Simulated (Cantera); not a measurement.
Input (Python, Cantera):

```python
import numpy as np
import cantera as ct

gas = ct.Solution("gri30.yaml")
gas.TPX = 1798, 1000000, {'CH4': 1, 'O2': 2.35, 'N2': 8}
reactor = ct.IdealGasReactor(gas, energy="on", clone=False)
net = ct.ReactorNet([reactor])
net.rtol, net.atol = 1e-08, 1e-16
show = ['CH4', 'O2', 'C2H4', 'CH2', 'H2', 'HCO', 'CH2CO']
times = np.geomspace(1e-06, 0.3, 14)

steps = ct.SolutionArray(gas, extra=["t"])
rows = []
print(f"{'t/s':>10s}{'T/K':>9s}{'P/Pa':>11s}" + "".join(f"{s:>11s}" for s in show))
for t in times:
    while net.time < t:
        t_next = net.step()
        steps.append(gas.state, t=t_next)
    rows.append([np.interp(t, steps.t, y) for y in (steps.T, steps.P, *steps(*show).X.T)])
    print(f"{t:10.3e}{rows[-1][0]:9.1f}{rows[-1][1]:11.4g}" + "".join(f"{x:11.3e}" for x in rows[-1][2:]))
rate = np.gradient(steps.T, steps.t)
print("integrator steps:", len(steps.t))
if steps.T.max() > steps.T[0] + 200:
    print(f"time of steepest temperature rise: {steps.t[rate.argmax()]:.4e} s")
gas.TPX = 1798, 1000000, {'CH4': 1, 'O2': 2.35, 'N2': 8}
gas.equilibrate("UV")
print(f"equilibrium (UV): T = {gas.T:.1f} K  " + "  ".join(f"{s} {gas[s].X[0]:.3e}" for s in show))
```

Result:

```
       t/s      T/K       P/Pa        CH4         O2       C2H4        CH2         H2        HCO      CH2CO
 1.000e-06   1797.6  9.998e+05  8.800e-02  2.070e-01  1.052e-07  9.734e-10  1.797e-05  1.278e-09  1.518e-11
 2.638e-06   1797.4  9.998e+05  8.765e-02  2.068e-01  3.379e-06  9.632e-09  6.952e-05  2.036e-08  3.360e-09
 6.960e-06   1805.8  1.005e+06  8.474e-02  2.052e-01  1.318e-04  1.568e-07  6.421e-04  6.433e-07  1.401e-06
 1.836e-05   3206.6  1.865e+06  6.992e-14  4.175e-02  6.318e-21  8.058e-13  1.339e-02  3.299e-07  2.484e-15
 4.845e-05   3186.4  1.851e+06  7.685e-14  3.600e-02  6.969e-21  7.620e-13  1.370e-02  3.224e-07  2.532e-15
 1.278e-04   3180.6  1.847e+06  7.902e-14  3.444e-02  7.176e-21  7.492e-13  1.380e-02  3.205e-07  2.545e-15
 3.372e-04   3180.5  1.847e+06  7.905e-14  3.441e-02  7.179e-21  7.490e-13  1.380e-02  3.205e-07  2.545e-15
 8.896e-04   3180.5  1.847e+06  7.905e-14  3.441e-02  7.179e-21  7.490e-13  1.380e-02  3.205e-07  2.545e-15
 2.347e-03   3180.5  1.847e+06  7.905e-14  3.441e-02  7.179e-21  7.490e-13  1.380e-02  3.205e-07  2.545e-15
 6.192e-03   3180.5  1.847e+06  7.905e-14  3.441e-02  7.179e-21  7.490e-13  1.380e-02  3.205e-07  2.545e-15
 1.634e-02   3180.5  1.847e+06  7.905e-14  3.441e-02  7.179e-21  7.490e-13  1.380e-02  3.205e-07  2.545e-15
 4.310e-02   3180.5  1.847e+06  7.905e-14  3.441e-02  7.179e-21  7.490e-13  1.380e-02  3.205e-07  2.545e-15
 1.137e-01   3180.5  1.847e+06  7.905e-14  3.441e-02  7.179e-21  7.490e-13  1.380e-02  3.205e-07  2.545e-15
 3.000e-01   3180.5  1.847e+06  7.905e-14  3.441e-02  7.179e-21  7.490e-13  1.380e-02  3.205e-07  2.545e-15
integrator steps: 1673
time of steepest temperature rise: 1.4030e-05 s
equilibrium (UV): T = 3180.5 K  CH4 1.027e-13  O2 3.441e-02  C2H4 7.921e-21  CH2 8.184e-13  H2 1.380e-02  HCO 3.205e-07  CH2CO 2.764e-15
```

Computed with Cantera and GRI-Mech 3.0 (53 species, 325 reactions). Above 3000 K some thermodynamic fits are extrapolated.
